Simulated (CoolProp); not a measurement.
A Linde-Hampson liquefier for CF4 (R14): isothermal reversible compression at 320 K from 1 atm to 25 MPa, throttling to 1 atm, return gas leaving the recuperator 5 K below the feed. Each further row changes one setting.

The numbers come from the reference Helmholtz-energy equation of state, Platzer 1990 in CoolProp. This equation is an older, rougher fit; its heat capacities, sound speeds and derivatives of the liquid may be far off and weren't checked against measurements.

```tsv
case	liquid yield per pass	compression work (kJ/kg of gas)
as stated	0.230	154
high pressure 50 MPa	0.238	178
warm-end temperature 350 K	0.176	173
warm-end gap 10 K	0.218	154
```
